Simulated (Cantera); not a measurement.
Feed: 1 mol SiCl₄, 0.0043 mol C₃H₈, 23 mol H₂, held at 0.0830 bar.

Method: chemical equilibrium by Gibbs-energy minimisation in Cantera with the NASA 1993 tables (ideal gas, pure condensed phases). Candidate condensed phases: C, C₆H₆, C₇H₈, C₈H₁₈, Si, SiC; 109 gas species. The tables' values for SiCl, SiCl₃ are old estimates; treat these amounts as uncertain. Gases not in the tables: Si₂H₆ and higher silanes. Rates play no part. All values below are at 2248 K.

Base state: H₂ 0.836, HCl 0.104, SiCl₂ 0.0238, H 0.0233, Si 0.00700, SiCl 0.00235, Cl 0.00210, SiH 0.000745 (mole fractions); condensed: Si(l).

Q: What changes in the equilibrium state with this change: pressure from 0.0830 bar to 0.0570 bar?

A: 
```csv
species,before,after
H₂,0.836,0.828
HCl,0.104,0.103
H,0.0233,0.0280
Si,0.00700,0.0101
SiCl₂,0.0238,0.0234
C₂H₂ (acetylene),3.20e-5,1.80e-5
Si₂,0.000123,0.000175
Si₃,2.35e-5,3.30e-5
SiCl₃,8.30e-5,6.72e-5
Cl,0.00210,0.00253
"Si(l), mol",0.0921,0
```
